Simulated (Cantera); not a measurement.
Cantera run:

```python
import numpy as np
import cantera as ct

gas_names = [...]  # 118 gases of nasa_gas.yaml made of C, Cl, F, H
cond_names = """
    C(gr) C6H6(L) C7H8(L) C8H18(L),n-octa
""".split()


# ... load() reads the species with a 1 bar reference pressure and builds the phases ...
atoms = {
    'CH3Cl': {'C': 1, 'H': 3, 'CL': 1},
    'F2': {'F': 2},
}
top_T = {'C(gr)': 4500}  # K; cautious upper limits of use, not melting points


# ... equilibrate(T, P, feed) seeds the gas with the atoms and calls Mixture.equilibrate('TP', solver="vcs", rtol=1e-11, max_steps=5000) ...
results = []
T = 823.15  # K
P = 133.322  # Pa
for m in [0.09, 0.14, 0.22, 0.33, 0.51, 0.79, 1.2, 1.9, 2.9]:
    feed = {'CH3Cl': 1, 'F2': m}  # mol
    mix = equilibrate(T, P, feed)
    results.append((T, P, feed, dict(zip(mix.species_names, mix.species_moles))))

top = {s: max(r[3][s] / sum(r[3][g] for g in gas_names) for r in results) for s in gas_names}
cols = sorted((s for s in top if top[s] > 1e-05), key=lambda s: -top[s])[:6]
seen = [c for c in cond_names if any(r[3].get(c, 0) > 1e-12 for r in results)]
print("log10 of partial pressures in bar; condensed amounts in mol")
print(f"{'n(F2)':>10s}" + "".join(f"{s[:9]:>10s}" for s in cols + seen))
for T, P, feed, n in results:
    ng = sum(n[g] for g in gas_names)
    print(f"{feed['F2']:10.4g}" + "".join(f"{np.log10(max(n[s] / ng * P / 1e5, 1e-99)):10.3f}" for s in cols)
          + "".join(f"{n.get(c, 0):10.4g}" for c in seen))
```

It prints:

```
log10 of partial pressures in bar; condensed amounts in mol
     n(F2)        HF       HCL        H2       CF4       CL2     CCLF3     C(gr)
      0.09    -3.940    -3.195    -3.237   -28.484   -15.796   -29.937    0.9995
      0.14    -3.758    -3.205    -3.271   -27.688   -15.782   -29.333    0.9996
      0.22    -3.578    -3.221    -3.330   -26.850   -15.755   -28.691    0.9997
      0.33    -3.423    -3.242    -3.417   -26.056   -15.711   -28.073    0.9998
      0.51    -3.266    -3.275    -3.585   -25.093   -15.607   -27.299    0.9999
      0.79    -3.122    -3.321    -3.999   -23.689   -15.285   -26.085         1
       1.2    -3.064    -3.370   -13.539    -4.375    -5.842    -6.878    0.9017
       1.9    -3.109    -3.420   -13.934    -3.765    -5.549    -6.274    0.5537
       2.9    -3.166    -3.483   -14.181    -3.498    -5.428    -6.013   0.05556
```

Method: chemical equilibrium by Gibbs-energy minimisation in Cantera with the NASA 1993 tables (ideal gas, pure condensed phases). Condensed phases not in the tables: fluorocarbon polymer. Gases not in the tables: C2F6 and larger saturated fluorocarbons.
